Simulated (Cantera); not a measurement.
A Cantera script and what it prints.

```python
import numpy as np
import cantera as ct

gas_names = """
    O2 F B3O3F3
""".split()
cond_names = """
    B(b) B(L)
""".split()


# ... load() reads the species with a 1 bar reference pressure and builds the phases ...
species = {s.name: s for s in load("nasa_gas.yaml", gas_names) + load("nasa_condensed.yaml", cond_names)}
# Each term lists the table entries of one substance; the one whose range holds T is used.
reactions = {
    '3 O2(g) + 6 F(g) + 6 B = 2 B3O3F3(g)':
        [(-3, ['O2']), (-6, ['F']), (-6, ['B(b)', 'B(L)']), (2, ['B3O3F3'])],
}


def pick(names, T):
    return next(species[n] for n in names if species[n].thermo.min_temp <= T <= species[n].thermo.max_temp)


results = []
for label, terms in reactions.items():
    print(label)
    print("     T/K   dH/kJ  dS/(J/K)   dG/kJ   log10 K")
    for T in [1925, 1975, 2025, 2075, 2125, 2175, 2225, 2275, 2325, 2375, 2425]:
        used = [(nu, pick(names, T)) for nu, names in terms]
        dH = sum(nu * s.thermo.h(T) for nu, s in used) / 1e6
        dS = sum(nu * s.thermo.s(T) for nu, s in used) / 1e3
        dG = dH - T * dS / 1e3
        logK = -dG * 1e6 / (ct.gas_constant * T * np.log(10))
        results.append((label, T, dH, dS, dG, logK, [s.name for _, s in used]))
        print(f"{T:8g} {dH:8.1f} {dS:8.1f} {dG:8.1f} {logK:8.2f}")
```

Result:

```
3 O2(g) + 6 F(g) + 6 B = 2 B3O3F3(g)
     T/K   dH/kJ  dS/(J/K)   dG/kJ   log10 K
    1925  -5230.1   -959.9  -3382.3    91.78
    1975  -5230.6   -960.2  -3334.3    88.18
    2025  -5231.1   -960.4  -3286.3    84.77
    2075  -5231.6   -960.7  -3238.2    81.52
    2125  -5232.2   -961.0  -3190.2    78.42
    2175  -5232.9   -961.3  -3142.1    75.46
    2225  -5233.5   -961.6  -3094.1    72.64
    2275  -5234.3   -961.9  -3046.0    69.94
    2325  -5235.0   -962.2  -2997.9    67.35
    2375  -5537.3  -1090.8  -2946.5    64.80
    2425  -5538.4  -1091.3  -2892.0    62.29
```

Source: NASA polynomial tables (part measured, part estimated), evaluated in Cantera. Condensed species are held in their standard states even where they would react or evaporate.
